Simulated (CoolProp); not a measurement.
Vapour-liquid equilibrium of R125 (1) + R134a (2) at 274.2 K; x and y are mole fractions of (1).

The numbers come from the multi-fluid Helmholtz-energy mixture model, Lemmon 2005 and Tillner-Roth 1994; pair parameters Lemmon 2004 in CoolProp.

| x | bubble pressure (MPa) | y at the bubble point | dew pressure at overall composition x (MPa) | liquid density (mol/L) |
|---|---|---|---|---|
| 0.05 | 0.3245 | 0.103 | 0.3136 | 12.57 |
| 0.15 | 0.3646 | 0.275 | 0.3345 | 12.40 |
| 0.25 | 0.4041 | 0.414 | 0.3581 | 12.23 |
| 0.35 | [?] | 0.529 | 0.3850 | [?] |
| 0.45 | 0.4816 | 0.626 | 0.4157 | [?] |
| 0.55 | 0.5198 | 0.711 | 0.4510 | 11.72 |
| 0.65 | [?] | 0.786 | 0.4919 | [?] |
| 0.75 | 0.5962 | 0.853 | 0.5392 | 11.38 |
| 0.85 | 0.6346 | 0.915 | 0.5942 | 11.21 |
| 0.95 | 0.6734 | [?] | 0.6577 | 11.04 |

Task: Fill in the missing entries.

Result: 
- 0.35, bubble pressure (MPa): 0.4430
- 0.35, liquid density (mol/L): 12.05
- 0.45, liquid density (mol/L): 11.88
- 0.65, bubble pressure (MPa): 0.5580
- 0.65, liquid density (mol/L): 11.55
- 0.95, y at the bubble point: 0.973

No azeotrope shows between x = 0.05 and 0.95.

The pair parameters rest on a limited set of measurements; away from them the model extrapolates.
